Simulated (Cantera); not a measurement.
Gas mixture: 100 % C3H8, at 620 Pa, frozen composition.

Cantera's kinetic-theory transport with the Lennard-Jones parameters of GRI-Mech 3.0, ideal gas; thermal conductivity in the multicomponent form. The composition is frozen, though it would react at the higher temperatures.

D: mixture-averaged diffusion coefficient of that species in the mixture.

| T (K) | ρ (kg/m³) | cp (J/kg/K) | μ (µPa s) | λ (mW/m/K) | Pr | D (cm²/s) O | D (cm²/s) OH | D (cm²/s) H2O |
|---|---|---|---|---|---|---|---|---|
| 400 | 0.00822 | 2134 | 10.9 | 30.6 | 0.758 | 48.7 | 47.6 | 33.2 |
| 600 | 0.00548 | 2917 | 15.5 | 59.5 | 0.759 | 99.1 | 97.0 | 73.0 |
| 800 | 0.00411 | 3512 | 19.4 | 90.1 | 0.758 | 162 | 159 | 125 |
| 1000 | 0.00329 | 3960 | 23.0 | 120 | 0.756 | 237 | 231 | 188 |
| 1200 | 0.00274 | 4267 | 26.2 | 148 | 0.754 | 321 | 314 | 260 |
| 1400 | 0.00235 | 4523 | … | … | 0.753 | … | … | … |
| 1600 | 0.00206 | 4734 | 31.9 | … | 0.751 | … | … | … |
| 1800 | 0.00183 | 4905 | 34.5 | 226 | 0.750 | 632 | 618 | 526 |

Problem. Some entries are withheld; supply them.

Solution. 
- 1400, μ (µPa s): 29.1
- 1400, λ (mW/m/K): 175
- 1400, D (cm²/s) O: 416
- 1400, D (cm²/s) OH: 407
- 1400, D (cm²/s) H2O: 341
- 1600, λ (mW/m/K): 201
- 1600, D (cm²/s) O: 519
- 1600, D (cm²/s) OH: 508
- 1600, D (cm²/s) H2O: 429
